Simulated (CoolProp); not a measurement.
Propylene along the isotherm 198 K: fugacity coefficient from the reference equation and from simpler models built on Tc = 364.2 K, pc = 4.555 MPa, ω = 0.146; each cubic takes its own stable root.

The numbers come from the reference Helmholtz-energy equation of state, Lemmon 2013 in CoolProp.

```
p (MPa)   phase  reference
-------  ------  ---------
0.144    liquid     0.1634
0.217    liquid     0.1087
0.328    liquid    0.07224
0.495    liquid    0.04819
0.746    liquid    0.03229
1.13     liquid    0.02165
1.7      liquid    0.01472
2.56     liquid    0.01011
3.86     liquid   0.007061
5.83     liquid   0.005053
8.79     liquid   0.003766
13.3     liquid   0.002971
20       liquid   0.002565
30.2     liquid   0.002519
45.5     liquid   0.002997
```

Q: How far does each simpler model (Redlich-Kwong, Peng-Robinson) lie from the reference over these 15 states: mean and median of the absolute difference, and the worst?

A: 
- Redlich-Kwong: mean 32.1 %, median 29.9 %, worst +44.9 % at 198 K and 45.5 MPa
- Peng-Robinson: mean 2.6 %, median 2.8 %, worst -6.4 % at 198 K and 45.5 MPa
